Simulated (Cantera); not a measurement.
## NO annealing gas

A perfectly stirred reactor is fed with NO : N2 = 1 : 0.63 (molar parts), at 0.0260 bar; it is held at 1675 K, and followed from long to short residence time.

Model: GRI-Mech 3.0 (53 species, 325 reactions), integrated in Cantera. Radical loss at walls, strong at low pressure, is not modelled.

```json
[
 {"τ (s)": "27", "x NO": "0.575", "x O": "3.75e-5", "x O2": "0.0190", "x N2": "0.406", "x N2O": "0.000110"},
 {"τ (s)": "3.7", "x NO": "0.608", "x O": "2.40e-5", "x O2": "0.00264", "x N2": "0.389", "x N2O": "0.000122"},
 {"τ (s)": "0.51", "x NO": "0.613", "x O": "1.94e-5", "x O2": "0.000302", "x N2": "0.387", "x N2O": "9.55e-5"},
 {"τ (s)": "0.070", "x NO": "0.613", "x O": "1.29e-5", "x O2": "1.71e-5", "x N2": "0.387", "x N2O": "3.52e-5"},
 {"τ (s)": "0.0095", "x NO": "0.613", "x O": "4.38e-6", "x O2": "2.29e-7", "x N2": "0.387", "x N2O": "6.17e-6"},
 {"τ (s)": "0.0013", "x NO": "0.613", "x O": "8.22e-7", "x O2": "4.03e-9", "x N2": "0.387", "x N2O": "8.78e-7"},
 {"τ (s)": "0.00018", "x NO": "0.613", "x O": "1.21e-7", "x O2": "8.10e-11", "x N2": "0.387", "x N2O": "1.22e-7"}
]
```
x: mole fraction; the columns are a selection and need not sum to one.
